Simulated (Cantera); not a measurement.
A freely propagating, adiabatic, planar premixed flame of CH4 : C2H6 : C3H8 : O2 : N2 = 1 : 0.068 : 0.46 : 5.53 : 13.8 (molar parts), unburnt at 625 K and 0.133 bar; mixture-averaged transport, grid criteria slope 0.08 and curve 0.16, no radiation.

Model: GRI-Mech 3.0 (53 species, 325 reactions), integrated in Cantera. GRI-Mech 3.0 was tuned for natural gas; its chemistry of propane as a main component is partial and can be far from experiment. Burning velocities carry a grid error of a few per cent, more on coarse grids.

Q: How do the results move with these cheaper or finer settings: unity-Lewis-number transport; multicomponent transport; multicomponent+Soret transport; grid criteria slope 0.5, curve 1; grid criteria slope 0.25, curve 0.5; grid criteria slope 0.03, curve 0.06?

A: 
```tsv
setting	laminar burning velocity	thermal thickness	peak x(O)	peak x(CH2CO)	grid points
as above	282 cm/s	1.36 mm	0.0164	0.00105	173
unity-Lewis-number transport	198 cm/s	1.55 mm	0.0174	0.000720	156
multicomponent transport	282 cm/s	1.38 mm	0.0164	0.00106	173
multicomponent+Soret transport	278 cm/s	1.37 mm	0.0165	0.00106	174
grid criteria slope 0.5, curve 1	310 cm/s	1.60 mm	0.0171	0.00103	50
grid criteria slope 0.25, curve 0.5	294 cm/s	1.45 mm	0.0167	0.00105	84
grid criteria slope 0.03, curve 0.06	279 cm/s	1.34 mm	0.0162	0.00106	367
```
The base run took about 40 core-seconds (a rough figure).
Unity Lewis numbers drop preferential diffusion, which matters most where H2 and H carry the flame; Soret adds thermal diffusion.
